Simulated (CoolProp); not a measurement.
A single-stage vapour-compression cycle with R22: evaporating at 262.15 K (dew point), condensing at 301.15 K (bubble point), superheat 5 K, subcooling 5 K, compressor efficiency 0.65, no pressure losses. Each further row changes one setting.

Values from CoolProp's reference Helmholtz-energy equation of state, Kamei 1995.

| case | cooling COP | pressure ratio | discharge temperature (K) | refrigerating effect (kJ/kg) | volumetric capacity (kJ/m³) |
|---|---|---|---|---|---|
| as stated | 3.77 | 3.30 | 346.1 | 176 | 2550 |
| evaporating temperature 267.15 K | 4.48 | 2.77 | 339.9 | 179 | 3050 |
| condensing temperature 296.15 K | 4.42 | 2.89 | 336.9 | 183 | 2640 |
| subcooling 10 K | 3.90 | 3.30 | 346.1 | 183 | 2640 |
| superheat 15 K | 3.73 | 3.30 | 357.6 | 183 | 2530 |
| compressor efficiency 0.55 | 3.19 | 3.30 | 356.7 | 176 | 2550 |
